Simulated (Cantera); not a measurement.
Cantera run, input and output.

```python
import numpy as np
import cantera as ct

gas = ct.Solution("h2o2.yaml")
gas.TPX = 675, 1000000, {'H2': 1, 'O2': 0.641, 'N2': 2.41}
flame = ct.FreeFlame(gas, width=0.008)
flame.set_refine_criteria(ratio=3, slope=0.08, curve=0.16)
flame.transport_model = "mixture-averaged"
flame.solve(loglevel=0, auto=True)
z, T = flame.grid, flame.T
thick = (T[-1] - T[0]) / np.gradient(T, z).max()
show = ['H2', 'O2', 'OH', 'H', 'H2O', 'HO2']
print(f"laminar burning velocity  {flame.velocity[0] * 100:.3f} cm/s")
print(f"burnt temperature         {T[-1]:.1f} K")
print(f"thermal thickness         {thick * 1e3:.4f} mm")
print(f"grid points               {len(z)}")
z0 = z[flame.heat_release_rate.argmax()]
print(f"{'z/mm':>9s}{'T/K':>9s}{'u/(m/s)':>9s}" + "".join(f"{s:>11s}" for s in show))
rows = []
for k in (-3, -2, -1.5, -1, -0.5, -0.25, 0, 0.25, 0.5, 1, 2, 4, 8):
    zz = z0 + k * thick
    rows.append([k * thick, np.interp(zz, z, T), np.interp(zz, z, flame.velocity),
                 *(np.interp(zz, z, flame.X[gas.species_index(s)]) for s in show)])
    print(f"{rows[-1][0] * 1e3:9.3f}{rows[-1][1]:9.1f}{rows[-1][2]:9.3f}" + "".join(f"{x:11.3e}" for x in rows[-1][3:]))
```

It prints:

```
laminar burning velocity  505.630 cm/s
burnt temperature         2407.8 K
thermal thickness         0.0264 mm
grid points               107
     z/mm      T/K  u/(m/s)         H2         O2         OH          H        H2O        HO2
   -0.079    675.0    5.056  2.467e-01  1.583e-01  7.769e-14  5.431e-14  9.305e-08  2.881e-09
   -0.053    675.1    5.052  2.460e-01  1.584e-01  1.858e-11  1.294e-11  3.631e-06  1.672e-07
   -0.040    675.6    5.046  2.444e-01  1.588e-01  2.222e-10  1.594e-10  2.090e-05  1.139e-06
   -0.026    680.6    5.042  2.374e-01  1.601e-01  1.342e-08  1.588e-08  2.816e-04  2.191e-05
   -0.013    782.2    5.580  2.011e-01  1.629e-01  7.060e-05  7.342e-05  9.694e-03  8.556e-04
   -0.007   1092.9    7.545  1.511e-01  1.503e-01  1.035e-03  1.820e-03  5.076e-02  1.092e-03
    0.000   1510.2   10.224  8.958e-02  1.144e-01  3.945e-03  7.850e-03  1.261e-01  6.060e-04
    0.007   1807.6   12.153  4.555e-02  7.788e-02  9.054e-03  1.186e-02  1.890e-01  3.080e-04
    0.013   1978.8   13.254  2.602e-02  5.899e-02  1.304e-02  1.098e-02  2.197e-01  1.711e-04
    0.026   2149.7   14.316  1.478e-02  4.796e-02  1.508e-02  6.663e-03  2.409e-01  8.156e-05
    0.053   2282.0   15.099  8.597e-03  4.412e-02  1.324e-02  2.755e-03  2.546e-01  3.748e-05
    0.106   2362.0   15.556  4.294e-03  4.269e-02  1.000e-02  9.042e-04  2.639e-01  1.799e-05
    0.211   2397.2   15.752  2.208e-03  4.238e-02  7.604e-03  3.378e-04  2.685e-01  1.145e-05
```

Computed with Cantera and the H2/O2 subset of GRI-Mech 3.0, which has no nitrogen chemistry. The hydrogen kinetics of GRI-Mech 3.0 are dated; newer H2 mechanisms differ, most at raised pressure. Burning velocities carry a grid error of a few per cent, more on coarse grids.
